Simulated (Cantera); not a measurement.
A Cantera script and what it prints.

```python
import numpy as np
import cantera as ct

gas_names = """
    AL ALH ALN AL2 H H2 N NH NH2 NH3 N2 N2H2 N2H4
""".split()
cond_names = """
    AL(cr) AL(L) ALN(s)
""".split()


# ... load() reads the species with a 1 bar reference pressure and builds the phases ...
atoms = {
    'Al': {'AL': 1},
    'N2': {'N': 2},
    'H2': {'H': 2},
}
top_T = {'ALN(s)': 2750}  # K; cautious upper limits of use, not melting points


# ... equilibrate(T, P, feed) seeds the gas with the atoms and calls Mixture.equilibrate('TP', solver="vcs", rtol=1e-11, max_steps=5000) ...
results = []
feed = {'Al': 1, 'N2': 0.88, 'H2': 600}  # mol
T = 1923.15  # K
P = 100000  # Pa
mix = equilibrate(T, P, feed)
results.append((T, P, feed, dict(zip(mix.species_names, mix.species_moles))))
print(gas.report(threshold=1e-06))
for i in range(1, mix.n_phases):
    print(f"{mix.phase(i).name:16s} {mix.phase_moles(i):12.5e} mol")
```

It prints:

```
       temperature   1923.2 K
          pressure   1e+05 Pa
           density   0.012757 kg/m^3
  mean mol. weight   2.0399 kg/kmol
   phase of matter   gas

                          1 kg             1 kmol
                     ---------------   ---------------
          enthalpy        2.4818e+07        5.0626e+07  J
   internal energy        1.6979e+07        3.4636e+07  J
           entropy             91808        1.8728e+05  J/K
    Gibbs function       -1.5174e+08       -3.0954e+08  J
 heat capacity c_p             16629             33921  J/K
 heat capacity c_v             12553             25606  J/K

                      mass frac. Y      mole frac. X     chem. pot. / RT
                     ---------------   ---------------   ---------------
                AL         0.0021854        0.00016523           -10.453
               ALH        0.00075461        5.4997e-05           -20.132
                 H        0.00046557        0.00094218           -9.6791
                H2            0.9864           0.99809           -19.358
                N2          0.010193        0.00074225           -34.015
     [   +8 minor]        5.5604e-06        6.3873e-07

AL(L)             0.00000e+00 mol
ALN(s)            8.67665e-01 mol
```

Cantera equilibrium calculation (NASA polynomials, part measured and part estimated; ideal gas, pure solids and liquids).
